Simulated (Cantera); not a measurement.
Source: NASA polynomial tables (part measured, part estimated), evaluated in Cantera. Values are per mole of reaction as written; species without (g) are pure solids or liquids, kept so even where they would boil at 1 bar. TaC: taken at fixed stoichiometry.

2 TaC + 2 NO2(g) ⇌ 2 CO2(g) + N2(g) + 2 Ta, with ΔH° = -567.2 kJ and ΔS° = 137.1 J/K at 300 K.

Task: How far is the shortcut ΔG° ≈ ΔH°(300 K) − T·ΔS°(300 K) from the full temperature-dependent value at 1400, 1450, 1500, 1550, 1600 K?

Result: 
```tsv
T (K)	shortcut (kJ)	full (kJ)	difference (kJ)	difference in log10 K
1400	-759.1	-754.7	-4.4	0.16
1450	-765.9	-761.1	-4.9	0.17
1500	-772.8	-767.4	-5.4	0.19
1550	-779.6	-773.7	-5.9	0.20
1600	-786.5	-780.0	-6.5	0.21
```
The shortcut ignores the heat-capacity change of the reaction.
